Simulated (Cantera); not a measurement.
**Adiabatic ignition**

An adiabatic, constant-volume homogeneous reactor starts with 15.6 % CH4, 8.11 % CO, 16.1 % O2, 60.2 % N2, at 1148 K and 750 Torr.

Computed with Cantera and GRI-Mech 3.0 (53 species, 325 reactions).

| t (s) | T (K) | P (bar) | x CH4 | x CO | x O2 | x CH2O | x CH2 |
|---|---|---|---|---|---|---|---|
| 2.00e-6 | 1148 | 1.00 | 0.156 | 0.0811 | 0.161 | <1e-12 | <1e-12 |
| 9.28e-6 | 1148 | 1.00 | 0.156 | 0.0811 | 0.161 | 2.32e-11 | <1e-12 |
| 4.31e-5 | 1148 | 1.00 | 0.156 | 0.0811 | 0.161 | 5.63e-10 | <1e-12 |
| 0.000200 | 1148 | 1.00 | 0.156 | 0.0811 | 0.161 | 1.38e-8 | <1e-12 |
| 0.000928 | 1148 | 1.00 | 0.156 | 0.0811 | 0.161 | 3.72e-7 | <1e-12 |
| 0.00431 | 1148 | 1.00 | 0.156 | 0.0811 | 0.161 | 7.36e-6 | <1e-12 |
| 0.0200 | 1149 | 1.00 | 0.156 | 0.0811 | 0.161 | 5.36e-5 | <1e-12 |
| 0.0928 | 1156 | 1.01 | 0.155 | 0.0810 | 0.160 | 0.000301 | <1e-12 |
| 0.431 | 2492 | 2.51 | 1.04e-10 | 0.182 | 8.45e-6 | 2.70e-8 | 4.94e-12 |
| 2.00 | 2492 | 2.51 | 1.04e-10 | 0.182 | 8.45e-6 | 2.70e-8 | 4.94e-12 |
x: mole fraction; the columns are a selection and need not sum to one.

```yaml
time_of_steepest_temperature_rise: 0.239 s
temperature at 2.00 s: 2492 K
equilibrium_temperature: 2492 K
x(CH4) at 2.00 s: 1.04e-10 (gas-phase equilibrium 1.16e-10)
x(CO) at 2.00 s: 0.182 (gas-phase equilibrium 0.182)
x(O2) at 2.00 s: 8.45e-6 (gas-phase equilibrium 8.45e-6)
```
